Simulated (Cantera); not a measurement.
Feed: 1 mol Si, 0.28 mol H2O, 0.67 mol N2, at 1675 K and 12.0 mbar.

These are equilibrium values from Cantera (NASA tables, ideal gas, pure condensed phases), not measurements of a reactor. Candidate condensed phases: H2O, Si, SiO2, Si2N2O, Si3N4; 35 gas species. Mutual solubility and eutectic melting of coexisting phases are not modelled. The numbers say what is thermodynamically allowed, not how fast it happens.

Base state: H2 0.740, N2 0.257, SiO 0.00223, H 0.000912, Si 1.74e-5 (mole fractions); condensed: Si2N2O(s) + Si3N4(s).

Task: What changes in the equilibrium state with this change: temperature from 1675 K to 1623 K?

Result: 
```tsv
species	before	after
H2	0.740	0.742
N2	0.257	0.257
SiO	0.00223	0.000595
H	0.000912	0.000544
Si	1.74e-5	3.57e-6
Si2N2O(s), mol	0.279	0.280
Si3N4(s), mol	0.147	0.147
```
